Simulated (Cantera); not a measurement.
Charge: 1 mol Pb, 19 mol H₂, 0.028 mol O₂, held at 0.590 bar.

Cantera equilibrium calculation (NASA polynomials, part measured and part estimated; ideal gas, pure solids and liquids). Candidate condensed phases: H₂O, Pb, PbO, PbO₂, Pb₃O₄; 12 gas species. Rates play no part.

**Question.** What share of the Pb ends up in condensed phases as a function of T (K), at 675, 750, 825, 900, 975, 1050, 1125, 1200, 1275, 1350, 1425, 1500, 1575?

**Answer.** 
| T (K) | Pb condensed (%) | as |
|---|---|---|
| 675 | 100.0 | Pb(l) |
| 750 | 100.0 | Pb(l) |
| 825 | 100.0 | Pb(l) |
| 900 | 100.0 | Pb(l) |
| 975 | 100.0 | Pb(l) |
| 1050 | 99.9 | Pb(l) |
| 1125 | 99.4 | Pb(l) |
| 1200 | 97.9 | Pb(l) |
| 1275 | 93.9 | Pb(l) |
| 1350 | 84.1 | Pb(l) |
| 1425 | 62.4 | Pb(l) |
| 1500 | 17.4 | Pb(l) |
| 1575 | 0.0 | - |
